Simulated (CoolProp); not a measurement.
R124 at 443.4 K and 6.08 MPa is throttled through a valve to 3.71 MPa with no heat exchange. Each further row changes one setting.

Values from CoolProp's reference Helmholtz-energy equation of state, de Vries 1995.

```json
[
 {"case": "as stated", "temperature change (K)": "___", "final phase": "supercritical", "final density (kg/m³)": "229"},
 {"case": "outlet pressure 1.11 MPa", "temperature change (K)": "-53.6", "final phase": "___", "final density (kg/m³)": "53.2"},
 {"case": "outlet pressure 4.82 MPa", "temperature change (K)": "-11.3", "final phase": "supercritical", "final density (kg/m³)": "___"}
]
```

Question: What belongs in the gaps?

Answer: 
- as stated, temperature change (K): -23.4
- outlet pressure 1.11 MPa, final phase: gas
- outlet pressure 4.82 MPa, final density (kg/m³): 326
